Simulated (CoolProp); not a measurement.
Values from CoolProp's reference Helmholtz-energy equation of state, Gao 2016.

Problem. For sulfur dioxide, give the phase and the cp (kJ/(kg K)), cv (kJ/(kg K)) at 525 K and 0.114 MPa.

Solution. 
- 525 K and 0.114 MPa: gas; cp 0.740, cv 0.608
